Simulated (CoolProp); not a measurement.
Values from CoolProp's reference Helmholtz-energy equation of state, Span 1996.

**Question.** For carbon dioxide, give the phase and the density (kg/m³), cp (kJ/(kg K)), cv (kJ/(kg K)), Prandtl number at 313 K and 6.42 MPa.

**Answer.** 
- 313 K and 6.42 MPa: gas; density 168, cp 2.08, cv 0.881, Prandtl number 1.35

Viscosity comes from a separate model (Laesecke 2017). Thermal conductivity comes from a separate model (Huber 2016).
